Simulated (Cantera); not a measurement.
**Hydrocarbon pyrolysis for carbon deposition**

An isothermal, constant-pressure homogeneous reactor starts with 2.50 % C2H6, 97.5 % N2, at 1650 K and 0.0132 atm.

Computed with Cantera and GRI-Mech 3.0 (53 species, 325 reactions). GRI-Mech 3.0 stops at C3 and has no aromatics, soot or wall deposition, so with more carbon than oxygen in the feed, carbon stays in small species such as C2H2 where larger ones or solid carbon would form. Radical loss at walls, strong at low pressure, is not modelled.

```json
[
 {"t (s)": "2.00e-6", "x C2H6": "0.0250", "x CH2": "3.82e-12", "x H": "2.20e-8", "x CH4": "9.76e-9", "x H2": "8.05e-10", "x C2H": "<1e-12"},
 {"t (s)": "5.64e-6", "x C2H6": "0.0249", "x CH2": "1.00e-10", "x H": "6.38e-8", "x CH4": "7.75e-8", "x H2": "6.45e-9", "x C2H": "<1e-12"},
 {"t (s)": "1.59e-5", "x C2H6": "0.0248", "x CH2": "2.45e-9", "x H": "2.38e-7", "x CH4": "6.14e-7", "x H2": "5.91e-8", "x C2H": "<1e-12"},
 {"t (s)": "4.48e-5", "x C2H6": "0.0245", "x CH2": "5.52e-8", "x H": "1.80e-6", "x CH4": "4.84e-6", "x H2": "9.50e-7", "x C2H": "<1e-12"},
 {"t (s)": "0.000126", "x C2H6": "0.0237", "x CH2": "1.10e-6", "x H": "2.16e-5", "x CH4": "3.75e-5", "x H2": "2.83e-5", "x C2H": "<1e-12"},
 {"t (s)": "0.000356", "x C2H6": "0.0207", "x CH2": "1.20e-5", "x H": "0.000204", "x CH4": "0.000273", "x H2": "0.000805", "x C2H": "6.09e-10"},
 {"t (s)": "0.00100", "x C2H6": "0.0102", "x CH2": "3.59e-5", "x H": "0.000642", "x CH4": "0.00175", "x H2": "0.00769", "x C2H": "2.03e-7"},
 {"t (s)": "0.00283", "x C2H6": "0.000551", "x CH2": "3.35e-5", "x H": "0.000995", "x CH4": "0.00506", "x H2": "0.0244", "x C2H": "1.53e-6"},
 {"t (s)": "0.00797", "x C2H6": "1.63e-5", "x CH2": "8.24e-6", "x H": "0.000474", "x CH4": "0.00494", "x H2": "0.0358", "x C2H": "1.02e-6"},
 {"t (s)": "0.0225", "x C2H6": "3.77e-6", "x CH2": "2.46e-6", "x H": "0.000257", "x CH4": "0.00434", "x H2": "0.0400", "x C2H": "5.82e-7"},
 {"t (s)": "0.0634", "x C2H6": "1.30e-6", "x CH2": "9.31e-7", "x H": "0.000163", "x CH4": "0.00378", "x H2": "0.0417", "x C2H": "3.71e-7"},
 {"t (s)": "0.179", "x C2H6": "4.98e-7", "x CH2": "3.97e-7", "x H": "0.000113", "x CH4": "0.00321", "x H2": "0.0427", "x C2H": "2.56e-7"},
 {"t (s)": "0.503", "x C2H6": "2.28e-7", "x CH2": "2.25e-7", "x H": "9.60e-5", "x CH4": "0.00255", "x H2": "0.0437", "x C2H": "2.16e-7"},
 {"t (s)": "1.42", "x C2H6": "1.03e-7", "x CH2": "1.65e-7", "x H": "0.000104", "x CH4": "0.00163", "x H2": "0.0451", "x C2H": "2.32e-7"},
 {"t (s)": "4.00", "x C2H6": "2.46e-8", "x CH2": "1.01e-7", "x H": "0.000128", "x CH4": "0.000688", "x H2": "0.0465", "x C2H": "2.82e-7"}
]
```
x: mole fraction; the columns are a selection and need not sum to one.

Equilibrium at this temperature and pressure: C2H6 <1e-12, CH2 5.02e-10, H 0.000173, CH4 1.91e-6, H2 0.0475, C2H 7.93e-8 (gas phase only).
